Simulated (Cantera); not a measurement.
**Equilibrium for silicon epitaxy and polysilicon growth: Si3H8 + Cl2 + H2**

Input: 1 mol Si3H8, 0.015 mol Cl2, 6.3 mol H2, at 1175 K and 4.80 Torr.

Equilibrium computed with Cantera from the NASA thermochemical tables; the gas is ideal and each condensed phase is pure. Candidate condensed phases: Si; 19 gas species. The feed counts by its element totals alone. Rates play no part.

```
Property       Result
----------  ---------
x(H2)           0.997
x(HCl)        0.00287
x(SiCl2)      1.88e-5
x(H)          1.53e-6
n(Si(s))     3.00 mol
gas amount  10.31 mol
```
